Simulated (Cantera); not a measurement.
**Sublimation and decomposition of ceramics: Si3N4 + N2**

Charge: 1 mol Si3N4, 0.26 mol N2, held at 1698 K.

Method: chemical equilibrium by Gibbs-energy minimisation in Cantera with the NASA 1993 tables (ideal gas, pure condensed phases). Candidate condensed phases: Si, Si3N4; 7 gas species. The tables' values for SiN are old estimates; treat these amounts as uncertain. Rates play no part.

| P (Pa) | x N2 | x Si | x Si2 | x Si2N | x SiN | n Si(l) | n Si3N4(s) |
|---|---|---|---|---|---|---|---|
| 1 | 0.934 | 0.0657 | 0.000286 | 0.000221 | 0.000122 | 2.84 | 0 |
| 16 | 0.996 | 0.00410 | 1.79e-5 | 5.72e-5 | 3.16e-5 | 2.99 | 0 |
| 250 | 1.000 | 0.000187 | 5.81e-7 | 7.36e-6 | 5.71e-6 | 0 | 1.000 |
| 4000 | 1.000 | 1.84e-6 | 9.00e-10 | 4.56e-8 | 2.25e-7 | 0 | 1.00 |
| 63000 | 1.00 | 1.86e-8 | 1.45e-12 | 2.91e-10 | 9.01e-9 | 0 | 1.00 |
| 1000000 | 1.00 | 1.86e-10 | <1e-12 | 1.83e-12 | 3.58e-10 | 0 | 1.00 |
x: gas mole fraction; n: condensed amount in mol.

From 1.00 Pa to 16.0 Pa the condensed part is Si(l). From 2.50 mbar to 10.0 bar the condensed part is Si3N4(s).
